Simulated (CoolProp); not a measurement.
Hexamethyldisiloxane (MM) along the isotherm 319.65 °C: density (kg/m³) from the reference equation and from simpler models built on Tc = 245.6 °C, pc = 19.31 bar, ω = 0.418; each cubic takes its own stable root.

The numbers come from the reference Helmholtz-energy equation of state, Thol 2016 in CoolProp.

| p (bar) | phase | reference |
|---|---|---|
| 0.0916 | gas | 0.3021 |
| 0.163 | gas | 0.5380 |
| 0.29 | gas | 0.9586 |
| 0.515 | gas | 1.707 |
| 0.916 | gas | 3.050 |
| 1.63 | gas | 5.473 |
| 2.9 | gas | 9.886 |
| 5.15 | gas | 18.06 |
| 9.16 | gas | 33.87 |
| 16.3 | gas | 66.94 |
| 29 | supercritical | 147.9 |

Problem. How far does each simpler model (ideal gas, van der Waals, Redlich-Kwong, Soave-Redlich-Kwong, Peng-Robinson) lie from the reference over these 11 states: mean and median of the absolute difference, and the worst?

Solution. 
- ideal gas: mean 7.2 %, median 1.9 %, worst -35.4 % at 319.65 °C and 29 bar
- van der Waals: mean 2.1 %, median 0.1 %, worst +20.1 % at 319.65 °C and 29 bar
- Redlich-Kwong: mean 1.3 %, median 0.1 %, worst +10.8 % at 319.65 °C and 29 bar
- Soave-Redlich-Kwong: mean 0.7 %, median 0.2 %, worst -3.6 % at 319.65 °C and 29 bar
- Peng-Robinson: mean 0.4 %, median 0.1 %, worst +1.5 % at 319.65 °C and 29 bar
